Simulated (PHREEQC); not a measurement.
## Hard or scaling water (model solution)

A solution holds 0.013 mol/kgw CaSO4, 0.005 mol/kgw NaF and 0.0019 mol/kgw NaCl, at 25 °C. Closed to the air; pH follows from the charge balance.

All values are PHREEQC results (ion-association model, phreeqc.dat), not measurements.

| Item | Value |
|---|---|
| pH | 7.39 |
| ionic strength | 0.0443 mol/kgw |
| specific conductance | 2670 µS/cm |

```
species  molality  activity   log γ
-------  --------  --------  ------
Ca+2      0.00942   0.00460  -0.312
SO4-2     0.00927   0.00443  -0.321
Na+       0.00674   0.00560  -0.080
F-        0.00499   0.00409  -0.086
CaSO4     0.00358   0.00362   0.004
Cl-       0.00190   0.00156  -0.085
NaSO4-   0.000149  0.000124  -0.078
NaF       1.31e-5   1.32e-5   0.004
OH-       3.01e-7   2.47e-7  -0.086
HF        2.49e-7   2.51e-7   0.004
H+        4.77e-8   4.10e-8  -0.066
CaOH+     2.24e-8   1.86e-8  -0.082
HSO4-     2.13e-8   1.76e-8  -0.082
HF2-      4.76e-9   3.94e-9  -0.082
CaHSO4+   1.18e-9  9.75e-10  -0.082
```

No solid was allowed to form. The solution is supersaturated, for example in Fluorite, so a real one may precipitate; this is no full list. Species that the database lacks are ignored.
